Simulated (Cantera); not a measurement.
A freely propagating, adiabatic, planar premixed flame of 52.2 % H2, 10.0 % O2, 37.8 % N2, unburnt at 575 K and 465 Torr; mixture-averaged transport, grid criteria slope 0.08 and curve 0.16, no radiation.

Model: the H2/O2 subset of GRI-Mech 3.0, which has no nitrogen chemistry, integrated in Cantera. Burning velocities carry a grid error of a few per cent, more on coarse grids.

Q: Predict: laminar burning velocity; thermal thickness; peak x(H); peak x(O); peak x(OH); peak x(H2O2).

A: 
```
Item                         Value
------------------------  --------
laminar burning velocity  741 cm/s
thermal thickness         0.871 mm
peak x(H)                   0.0900
peak x(O)                  0.00256
peak x(OH)                 0.00219
peak x(H2O2)               4.87e-6
```
